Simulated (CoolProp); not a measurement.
A single-stage vapour-compression cycle with n-perfluorohexane: evaporating at 324.15 K (dew point), condensing at 364.15 K (bubble point), superheat 2 K, subcooling 0 K, compressor efficiency 0.85, no pressure losses. Each further row changes one setting.

The numbers come from the reference Helmholtz-energy equation of state, Gao 2022 in CoolProp.

```json
[
 {"case": "as stated", "cooling COP": "…", "pressure ratio": "3.43", "discharge temperature (K)": "364.1", "refrigerating effect (kJ/kg)": "43.0", "volumetric capacity (kJ/m³)": "464"},
 {"case": "evaporating temperature 329.15 K", "cooling COP": "5.47", "pressure ratio": "…", "discharge temperature (K)": "364.1", "refrigerating effect (kJ/kg)": "…", "volumetric capacity (kJ/m³)": "600"},
 {"case": "condensing temperature 359.15 K", "cooling COP": "5.47", "pressure ratio": "…", "discharge temperature (K)": "359.2", "refrigerating effect (kJ/kg)": "48.8", "volumetric capacity (kJ/m³)": "526"},
 {"case": "subcooling 5 K", "cooling COP": "4.97", "pressure ratio": "3.43", "discharge temperature (K)": "364.1", "refrigerating effect (kJ/kg)": "48.8", "volumetric capacity (kJ/m³)": "526"},
 {"case": "superheat 12 K", "cooling COP": "…", "pressure ratio": "3.43", "discharge temperature (K)": "364.1", "refrigerating effect (kJ/kg)": "…", "volumetric capacity (kJ/m³)": "…"},
 {"case": "compressor efficiency 0.75", "cooling COP": "…", "pressure ratio": "3.43", "discharge temperature (K)": "364.1", "refrigerating effect (kJ/kg)": "43.0", "volumetric capacity (kJ/m³)": "464"}
]
```

Q: Fill in the missing entries.

A: 
- as stated, cooling COP: 4.38
- evaporating temperature 329.15 K, pressure ratio: 2.88
- evaporating temperature 329.15 K, refrigerating effect (kJ/kg): 47.1
- condensing temperature 359.15 K, pressure ratio: 2.99
- superheat 12 K, cooling COP: 4.77
- superheat 12 K, refrigerating effect (kJ/kg): 51.8
- superheat 12 K, volumetric capacity (kJ/m³): 538
- compressor efficiency 0.75, cooling COP: 3.87

The compression ends wet for: as stated; evaporating temperature 329.15 K; condensing temperature 359.15 K; subcooling 5 K; superheat 12 K; compressor efficiency 0.75.
